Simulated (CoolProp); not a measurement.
Vapour-liquid equilibrium of R22 (1) + C3F8 (R218) (2) at 68.2 kPa; x and y are mole fractions of (1).

The numbers come from the multi-fluid Helmholtz-energy mixture model, Kamei 1995 and Lemmon 2006; pair parameters Bell 2016 in CoolProp.

Question: Give the bubble temperature and the first vapour's composition at x = 0.125, 0.35, 0.5. Is there an azeotrope?

Answer: x = 0.125: 222.1 K, y = 0.334; x = 0.35: 218.5 K, y = 0.533; x = 0.5: 218.0 K, y = 0.576. y crosses x between x = 0.575 and 0.65: the model has an azeotrope there.

Pair parameters are fitted to limited data, so mixtures are less certain than the pure fluids.
